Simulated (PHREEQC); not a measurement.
PHREEQC input (ion-association model, wateq4f.dat):

```
SOLUTION_MASTER_SPECIES
  An  An-  0  An  62.0  # stands for a non-complexing anion
SOLUTION_SPECIES
  An- = An-
    -log_k 0
    -gamma 3.0 0
PHASES
  Fix_H+
    H+ = H+
    -log_k 0
SOLUTION 1
  temp 25
  units mmol/kgw
  pH 7 charge
  Cl 0.0462
  Mg 0.0021
  Ni 0.021
  Na 5
  An 5
END
SELECTED_OUTPUT 1
  -reset false
  -pH true
  -pe true
  -ionic_strength true
  -water true
  -totals Cl Mg Na Ni
  -molalities Hfo_wOH Hfo_wOH2+ Hfo_wO- Hfo_sOH Hfo_sOH2+ Hfo_sO- Hfo_sONi+ Hfo_wONi+ Hfo_wOMg+
  -saturation_indices Brucite Ni(OH)2 Halite
USER_PUNCH 1
  -headings sigma psi
  10 PUNCH EDL("sigma", "Hfo"), EDL("psi", "Hfo")
PRINT
  -reset false
USE solution 1
SURFACE 1
  Hfo_wOH 0.00134831 600 0.6
  Hfo_sOH 3.37079e-05
EQUILIBRIUM_PHASES 1
  Fix_H+ -4 HAn 10
    -force_equality true
  O2(g) -0.68 10
END
# ... the last block is repeated for the other 16 points of pH, with NaOH or the acid as the point needs
```

Selected output (columns that matter, 17 of 17 rows; pH added in front):

```
pH	mu	Mg	Na	Ni	m_Hfo_wOH	m_Hfo_wOH2+	m_Hfo_wO-	m_Hfo_sOH	m_Hfo_sOH2+	si_Brucite	si_Ni(OH)2	si_Halite	sigma	psi
4	0.0055234	2.1e-06	0.005	2.0997e-05	0.00064423	0.0006903	1.3774e-05	1.6104e-05	1.7256e-05	-14.65	-7.6158	-8.2874	0.18587	0.19285
4.38	0.0053843	2.1e-06	0.005	2.0985e-05	0.00077144	0.00055218	2.4691e-05	1.9278e-05	1.3798e-05	-13.889	-6.8545	-8.2866	0.14492	0.18074
4.75	0.0052953	2.1e-06	0.005	2.0932e-05	0.00086657	0.00044289	3.8843e-05	2.1623e-05	1.1051e-05	-13.148	-6.1145	-8.2861	0.11102	0.1675
5.12	0.0052316	2.1e-06	0.005	2.0703e-05	0.0009343	0.00035816	5.5833e-05	2.3163e-05	8.8794e-06	-12.407	-5.3786	-8.2857	0.083125	0.153
5.5	0.0051813	2.0999e-06	0.005	1.9701e-05	0.00097988	0.00029338	7.4975e-05	2.3605e-05	7.0673e-06	-11.647	-4.6395	-8.2854	0.0603	0.13687
5.88	0.0051363	2.0997e-06	0.005	1.6295e-05	0.0010075	0.00024596	9.4546e-05	2.1882e-05	5.3421e-06	-10.886	-3.9615	-8.2851	0.042728	0.11964
6.25	0.0050925	2.0987e-06	0.005	9.944e-06	0.0010226	0.00021181	0.0001131	1.7794e-05	3.6856e-06	-10.146	-3.4355	-8.2849	0.029882	0.10197
6.62	0.0050563	2.0934e-06	0.005	3.9661e-06	0.0010297	0.00018751	0.00012954	1.393e-05	2.5366e-06	-9.4068	-3.0944	-8.2846	0.020317	0.083391
7	0.0050337	2.066e-06	0.005	1.009e-06	0.0010324	0.00017109	0.00014272	1.2102e-05	2.0055e-06	-8.6523	-2.9288	-8.2845	0.013062	0.063334
7.38	0.0050342	1.9291e-06	0.0050134	2.024e-07	0.0010331	0.00016026	0.00015256	1.1619e-05	1.8025e-06	-7.9221	-2.8672	-8.2833	0.0077088	0.042551
7.75	0.0050414	1.4354e-06	0.0050302	3.947e-08	0.0010327	0.00015242	0.00016028	1.152e-05	1.7004e-06	-7.3106	-2.8389	-8.2819	0.0036663	0.021942
8.12	0.0050479	6.1189e-07	0.0050457	7.602e-09	0.0010315	0.00014574	0.00016727	1.1495e-05	1.624e-06	-6.9411	-2.8183	-8.2806	0.00019115	0.0011782
8.5	0.005056	1.4611e-07	0.0050619	1.4181e-09	0.0010302	0.00013937	0.00017447	1.148e-05	1.5529e-06	-6.8034	-2.7987	-8.2793	-0.0033621	-0.020185
8.88	0.0050684	2.8363e-08	0.0050823	2.8018e-10	0.0010286	0.00013249	0.00018292	1.1461e-05	1.4764e-06	-6.756	-2.7768	-8.2776	-0.0074833	-0.041407
9.25	0.005089	5.5798e-09	0.0051126	6.9146e-11	0.0010257	0.00012433	0.00019386	1.143e-05	1.3854e-06	-6.7237	-2.7492	-8.2751	-0.012655	-0.061732
9.62	0.005128	1.1188e-09	0.0051646	2.6782e-11	0.0010206	0.00011397	0.00020937	1.1373e-05	1.27e-06	-6.685	-2.7114	-8.271	-0.019665	-0.081513
10	0.0052097	2.2466e-10	0.005265	1.9357e-11	0.0010106	0.00010053	0.00023276	1.1262e-05	1.1202e-06	-6.6303	-2.6569	-8.2631	-0.029648	-0.10102
```
